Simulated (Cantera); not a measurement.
Feed: 1 mol CF4, 0.06 mol HCl, 8.8 mol H2, held at 825 K and 0.0830 bar.

These are equilibrium values from Cantera (NASA tables, ideal gas, pure condensed phases), not measurements of a reactor. Candidate condensed phases: C, C6H6, C7H8, C8H18; 118 gas species. Equilibrium is a limit: real reactors are often held back by kinetics, nucleation or transport.

Base state: H2 0.590, HF 0.378, CH4 0.0262, HCl 0.00567 (mole fractions); condensed: C(graphite).

**Question.** What changes in the equilibrium state with this change: H2 from 8.8 to 0.25 mol?

**Answer.** 
```csv
species,before,after
CF4,<1e-9,0.609
HF,0.378,0.349
HCl,0.00567,0.0413
H2,0.590,<1e-9
CH4,0.0262,<1e-9
CClF3,<1e-9,0.000465
Cl2,<1e-9,3.55e-5
"C(graphite), mol",0.723,0.125
```
Condensed phases not in the tables: fluorocarbon polymer. Gases not in the tables: C2F6 and larger saturated fluorocarbons.

**Question.** What changes in the equilibrium state with this change: temperature from 825 K to 1498.15 K?

**Answer.** 
| species | before | after |
|---|---|---|
| H2 | 0.590 | 0.626 |
| HF | 0.378 | 0.368 |
| HCl | 0.00567 | 0.00552 |
| CH4 | 0.0262 | 8.43e-5 |
| H | <1e-9 | 4.73e-5 |
| C(graphite), mol | 0.723 | 0.999 |

**Question.** What changes in the equilibrium state with this change: CF4 replaced by c-C4F8?

**Answer.** 
```tsv
species	before	after
HF	0.378	0.628
H2	0.590	0.358
CH4	0.0262	0.00960
HCl	0.00567	0.00471
C(graphite), mol	0.723	3.88
```
The feed counts by its element totals alone.
